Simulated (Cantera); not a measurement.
What does this Cantera script print?

```python
import numpy as np
import cantera as ct

gas = ct.Solution("gri30.yaml")


def delay(T, t_max=10):
    gas.TPX = T, 2900000, {'CH4': 1, 'O2': 2.02, 'N2': 7.6, 'H2O': 1.8}
    reactor = ct.IdealGasReactor(gas, clone=False)
    net = ct.ReactorNet([reactor])
    net.rtol, net.atol = 1e-8, 1e-16
    while net.time < t_max:
        t_old, T_old = net.time, reactor.T
        net.step()
        if reactor.T > T + 400:  # ignition: a rise of 400 K
            return t_old + (T + 400 - T_old) / (reactor.T - T_old) * (net.time - t_old)
    return np.nan


taus = []
for T in [1200, 1300, 1400, 1500, 1600, 1700, 1800, 1900]:
    taus.append(delay(T))
    print(f"T0 = {T:6g} K   tau = {taus[-1]:.4e} s")
```

Output:

```
T0 =   1200 K   tau = 1.4857e-03 s
T0 =   1300 K   tau = 4.8623e-04 s
T0 =   1400 K   tau = 1.8452e-04 s
T0 =   1500 K   tau = 7.6376e-05 s
T0 =   1600 K   tau = 3.3125e-05 s
T0 =   1700 K   tau = 1.4886e-05 s
T0 =   1800 K   tau = 7.0145e-06 s
T0 =   1900 K   tau = 3.5253e-06 s
```

Cantera simulation using GRI-Mech 3.0 (53 species, 325 reactions); the numbers are that mechanism's predictions, not measurements. The pressure lies above the range GRI-Mech 3.0 was tuned for (to about 10 atm).
